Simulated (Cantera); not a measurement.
## Adiabatic ignition

An adiabatic, constant-pressure homogeneous reactor starts with 23.6 % CO, 2.03 % H2, 15.6 % O2, 58.8 % N2, at 1225 K and 4.64 atm.

Detailed kinetics in Cantera: GRI-Mech 3.0 (53 species, 325 reactions). The hydrogen kinetics of GRI-Mech 3.0 are dated; newer H2 mechanisms differ, most at raised pressure.

| t (s) | T (K) | x CO | x H2 | x O2 | x H2O2 | x HO2 | x O | x N2O |
|---|---|---|---|---|---|---|---|---|
| 6.00e-6 | 1225 | 0.236 | 0.0203 | 0.156 | 3.02e-10 | 2.65e-7 | 1.73e-7 | 2.04e-12 |
| 1.47e-5 | 1225 | 0.236 | 0.0203 | 0.156 | 4.30e-8 | 1.15e-5 | 6.20e-6 | 9.01e-11 |
| 3.61e-5 | 1568 | 0.200 | 0.00145 | 0.124 | 1.66e-6 | 9.19e-5 | 0.0104 | 4.99e-7 |
| 8.86e-5 | 2515 | 0.0769 | 0.00106 | 0.0633 | 1.01e-7 | 6.66e-6 | 0.00992 | 1.62e-6 |
| 0.000217 | 2718 | 0.0538 | 0.000694 | 0.0536 | 9.84e-8 | 5.52e-6 | 0.00500 | 1.50e-6 |
| 0.000533 | 2737 | 0.0507 | 0.000654 | 0.0507 | 1.02e-7 | 5.49e-6 | 0.00442 | 1.48e-6 |
| 0.00131 | 2730 | 0.0504 | 0.000654 | 0.0482 | 9.88e-8 | 5.22e-6 | 0.00418 | 1.51e-6 |
| 0.00321 | 2726 | 0.0503 | 0.000655 | 0.0466 | 9.67e-8 | 5.05e-6 | 0.00404 | 1.55e-6 |
| 0.00788 | 2725 | 0.0503 | 0.000655 | 0.0464 | 9.65e-8 | 5.03e-6 | 0.00402 | 1.55e-6 |
| 0.0193 | 2725 | 0.0503 | 0.000655 | 0.0464 | 9.65e-8 | 5.03e-6 | 0.00402 | 1.55e-6 |
| 0.0474 | 2725 | 0.0503 | 0.000655 | 0.0464 | 9.65e-8 | 5.03e-6 | 0.00402 | 1.55e-6 |
| 0.116 | 2725 | 0.0503 | 0.000655 | 0.0464 | 9.65e-8 | 5.03e-6 | 0.00402 | 1.55e-6 |
| 0.285 | 2725 | 0.0503 | 0.000655 | 0.0464 | 9.65e-8 | 5.03e-6 | 0.00402 | 1.55e-6 |
| 0.700 | 2725 | 0.0503 | 0.000655 | 0.0464 | 9.65e-8 | 5.03e-6 | 0.00402 | 1.55e-6 |
x: mole fraction; the columns are a selection and need not sum to one.

| Quantity | Value |
|---|---|
| time of steepest temperature rise | 33.9 µs |
| temperature at 0.700 s | 2725 K |
| equilibrium temperature | 2725 K |
| x(CO) at 0.700 s | 0.0503 (gas-phase equilibrium 0.0503) |
| x(H2) at 0.700 s | 0.000655 (gas-phase equilibrium 0.000655) |
| x(O2) at 0.700 s | 0.0464 (gas-phase equilibrium 0.0464) |
